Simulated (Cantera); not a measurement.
Input: 1 mol BF3, 3.8 mol O2, 2.1 mol H2, at 13.5 Torr.

Method: chemical equilibrium by Gibbs-energy minimisation in Cantera with the NASA 1993 tables (ideal gas, pure condensed phases). Candidate condensed phases: B, B2O3, B3O3H3, H2O; 43 gas species. Gases not in the tables: H3BO3. Equilibrium is a limit: real reactors are often held back by kinetics, nucleation or transport.

x: gas mole fraction; n: condensed amount in mol.

```
T (°C)   x O2  x H2O   x HF   x BF3     x BOF    x HBO2  x B3O3F3  n B2O3(l)
------  -----  -----  -----  ------  --------  --------  --------  ---------
500     0.462  0.297  0.106   0.125   4.36e-7   2.08e-7         …     0.0357
550     0.461  0.287  0.125   0.117   2.58e-6   1.10e-6   0.00866     0.0580
600     0.459  0.277  0.144   0.110   1.24e-5   4.77e-6   0.00918     0.0792
650     0.457  0.266  0.164   0.102   4.97e-5   1.74e-5   0.00950     0.0999
700     0.456  0.256  0.183  0.0951  0.000172   5.52e-5   0.00964      0.120
750     0.454  0.246  0.201  0.0884  0.000521  0.000155   0.00964      0.139
800     0.453  0.236  0.218  0.0818   0.00142  0.000392   0.00950      0.157
850     0.450  0.226  0.234  0.0754   0.00351  0.000909   0.00922      0.170
900     0.448  0.217  0.248  0.0687   0.00797   0.00195   0.00878      0.176
950     0.444  0.207  0.259  0.0614    0.0167   0.00389   0.00815      0.169
1000    0.437  0.198  0.264  0.0529    0.0325   0.00733         …      0.139
1050    0.428  0.189  0.262  0.0426    0.0585    0.0131         …     0.0742
1100    0.417  0.178  0.260  0.0314    0.0896    0.0196         …          0
1150    0.411  0.165  0.276  0.0216     0.104    0.0205         …          0
```

### Question
Complete the blanks.

### Answer

- 500, x B3O3F3: 0.00792
- 1000, x B3O3F3: 0.00724
- 1050, x B3O3F3: 0.00600
- 1100, x B3O3F3: 0.00355
- 1150, x B3O3F3: 0.00104
